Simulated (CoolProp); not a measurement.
The fluid at 858.5 K and 2.39 MPa flows at 0.071 m/s in a round tube of 1 mm bore and 0.25 µm roughness, fully developed (64/Re and Nu = 3.66 if laminar; Colebrook and Gnielinski if turbulent). The same conditions are run with several fluids, on thermodynamics alone (safety and materials aside).

Computed with CoolProp (reference Helmholtz-energy equation of state of each fluid (water: Wagner 2002; carbon dioxide: Span 1996; oxygen: Schmidt 1985; nitrogen: Span 2000; dry air: Lemmon 2000)). Blends and air are pseudo-pure fits.

```json
[
 {"fluid": "water", "Reynolds number": "13.5", "Darcy friction factor": "4.74", "pressure drop (Pa/m)": "72.9", "heat-transfer coefficient (W/(m² K))": "289", "mass flow (kg/h)": "0.00123"},
 {"fluid": "carbon dioxide", "Reynolds number": "28.2", "Darcy friction factor": "2.27", "pressure drop (Pa/m)": "84.1", "heat-transfer coefficient (W/(m² K))": "225", "mass flow (kg/h)": "0.00295"},
 {"fluid": "oxygen", "Reynolds number": "16.9", "Darcy friction factor": "3.78", "pressure drop (Pa/m)": "101", "heat-transfer coefficient (W/(m² K))": "234", "mass flow (kg/h)": "0.00214"},
 {"fluid": "nitrogen", "Reynolds number": "17.5", "Darcy friction factor": "3.65", "pressure drop (Pa/m)": "85.6", "heat-transfer coefficient (W/(m² K))": "215", "mass flow (kg/h)": "0.00187"},
 {"fluid": "dry air", "Reynolds number": "17.4", "Darcy friction factor": "3.68", "pressure drop (Pa/m)": "89.3", "heat-transfer coefficient (W/(m² K))": "222", "mass flow (kg/h)": "0.00193"}
]
```

Above 300 K oxygen's equation is extrapolated.

Transport values come from each fluid's own correlations.
